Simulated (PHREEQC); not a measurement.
0.18 g of hydrous ferric oxide (600 m²/g; 0.2 weak and 0.005 strong sites per Fe, Dzombak-Morel constants, diffuse double layer) in 1 kg of water with 0.001 mol/kgw of an inert sodium salt and 0.0049 mmol/kgw MgCl2 and 0.28 mmol/kgw NiCl2, at 25 °C; the pH is set by adding NaOH or the inert anion's acid. Oxygen is held at 0.21 atm. CO2 from the air is kept out. Precipitation was switched off in this run.

The series has 17 steps of pH, from 4 to 10.

Equilibrium calculation in PHREEQC: ion-association model, wateq4f.dat.

Question: Near which pH is half of the Ni sorbed, and on which side is more sorbed?

Answer: Near pH 7.7, with more sorbed at higher pH.

Along this series the solution becomes supersaturated in solids that the run did not let form, among them Ni(OH)2.
